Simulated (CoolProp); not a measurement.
Octamethyltrisiloxane (MDM) at 430.22 K and 0.0621 MPa is throttled through a valve to 0.0329 MPa with no heat exchange. Each further row changes one setting.

Model: reference Helmholtz-energy equation of state, Thol 2017, in CoolProp.

```tsv
case	temperature change (K)	final density (kg/m³)
as stated	(withheld)	(withheld)
outlet pressure 0.00987 MPa	-1.2	(withheld)
outlet pressure 0.0428 MPa	(withheld)	(withheld)
```

**Question.** Some entries are withheld; supply them.

**Answer.** 
- as stated, temperature change (K): -0.7
- as stated, final density (kg/m³): 2.23
- outlet pressure 0.00987 MPa, final density (kg/m³): 0.659
- outlet pressure 0.0428 MPa, temperature change (K): -0.4
- outlet pressure 0.0428 MPa, final density (kg/m³): 2.92
